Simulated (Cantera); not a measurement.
Input: 1 mol PbO, 0.061 mol CO, 1 mol N₂, equilibrated at 3.90 bar.

These are equilibrium values from Cantera (NASA tables, ideal gas, pure condensed phases), not measurements of a reactor. Candidate condensed phases: C, Pb, PbO, PbO₂, Pb₃O₄; 27 gas species. Equilibrium is a limit: real reactors are often held back by kinetics, nucleation or transport. All values below are at 973 K.

Base state: N₂ 0.943, CO₂ 0.0575 (mole fractions); condensed: Pb(l) + PbO(yellow).

**Question.** What changes in the equilibrium state with this change: 0.03 mol H₂ added?

**Answer.** 
| species | before | after |
|---|---|---|
| N₂ | 0.943 | 0.917 |
| CO₂ | 0.0575 | 0.0559 |
| H₂O | 0 | 0.0275 |
| Pb(l), mol | 0.0610 | 0.0910 |
| PbO(yellow), mol | 0.939 | 0.909 |
Further candidate phases: C₆H₆, C₇H₈, C₈H₁₈, H₂O.
